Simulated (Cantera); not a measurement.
Feed: 1 mol Si2H6, 12 mol CO2, 64 mol N2, held at 525 K and 0.133 bar.

These are equilibrium values from Cantera (NASA tables, ideal gas, pure condensed phases), not measurements of a reactor. Candidate condensed phases: C, C6H6, C7H8, C8H18, H2O, Si, SiC, SiO2, Si2N2O, Si3N4; 151 gas species. The feed counts by its element totals alone. Kinetics and transport are ignored.

Base state: N2 0.846, CO2 0.115, H2O 0.0350, H2 0.00270, CH4 0.000965, CO 0.000102 (mole fractions); condensed: C(graphite) + SiO2(α-quartz).

Problem. What changes in the equilibrium state with this change: temperature from 525 K to 1625 K?

Solution. 
```tsv
species	before	after
N2	0.846	0.810
CO	0.000102	0.0788
CO2	0.115	0.0731
H2O	0.0350	0.0282
CH4	0.000965	<1e-9
H	<1e-9	1.91e-5
C(graphite), mol	3.25	0
SiO2(α-quartz), mol	2.00	0
SiO2(β-quartz), mol	0	2.00
```
The tables hold silica as quartz up to 1696 K and as liquid above; real silica turns to tridymite and cristobalite and melts near 1996 K.
